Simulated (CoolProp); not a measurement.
The fluid at 469.31 K and 0.306 MPa expands adiabatically to 0.0268 MPa with isentropic efficiency 0.8. The same conditions are run with several fluids, on thermodynamics alone (safety and materials aside).

Computed with CoolProp (reference Helmholtz-energy equation of state of each fluid (normal hydrogen: Leachman 2009; R1224YDZ: Akasaka 2023; CF4 (R14): Platzer 1990; hexamethyldisiloxane (MM): Thol 2016; R227EA: Lemmon 2016)). The equations of Platzer and Polt are older, rougher fits.

```json
[
 {"fluid": "normal hydrogen", "work (kJ/kg)": "2720", "final temperature (K)": "___", "final density (kg/m³)": "___"},
 {"fluid": "R1224YDZ", "work (kJ/kg)": "___", "final temperature (K)": "419.1", "final density (kg/m³)": "___"},
 {"fluid": "CF4 (R14)", "work (kJ/kg)": "75.6", "final temperature (K)": "___", "final density (kg/m³)": "___"},
 {"fluid": "hexamethyldisiloxane (MM)", "work (kJ/kg)": "___", "final temperature (K)": "___", "final density (kg/m³)": "1.19"},
 {"fluid": "R227EA", "work (kJ/kg)": "41.8", "final temperature (K)": "426.4", "final density (kg/m³)": "1.29"}
]
```

**Question.** Some entries are withheld; supply them.

**Answer.** 
- normal hydrogen, final temperature (K): 281.1
- normal hydrogen, final density (kg/m³): 0.0231
- R1224YDZ, work (kJ/kg): 47.2
- R1224YDZ, final density (kg/m³): 1.15
- CF4 (R14), final temperature (K): 379.4
- CF4 (R14), final density (kg/m³): 0.748
- hexamethyldisiloxane (MM), work (kJ/kg): 43.6
- hexamethyldisiloxane (MM), final temperature (K): 443.0
